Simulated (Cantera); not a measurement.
Charge: 1 mol c-C4F8, 0.13 mol CH4, 0.042 mol Si, equilibrated at 600 K and 1.00 Torr.

Method: chemical equilibrium by Gibbs-energy minimisation in Cantera with the NASA 1993 tables (ideal gas, pure condensed phases). Candidate condensed phases: C, C6H6, C7H8, C8H18, Si, SiC; 113 gas species. The feed counts by its element totals alone. Condensed phases not in the tables: fluorocarbon polymer. Gases not in the tables: C2F6 and larger saturated fluorocarbons. Rates play no part.

Base state: CF4 0.765, HF 0.218, SiF4 0.0176 (mole fractions); condensed: C(graphite).

### Question
What changes in the equilibrium state with this change: c-C4F8 replaced by CCl4?

### Answer
```csv
species,before,after
Cl2,0,0.737
HCl,0,0.236
SiCl4,0,0.0191
CF4,0.765,0
HF,0.218,0
SiF4,0.0176,0
CCl4,0,0.00757
"C(graphite), mol",2.30,1.11
```
Gases not in the tables: chlorinated aromatics.
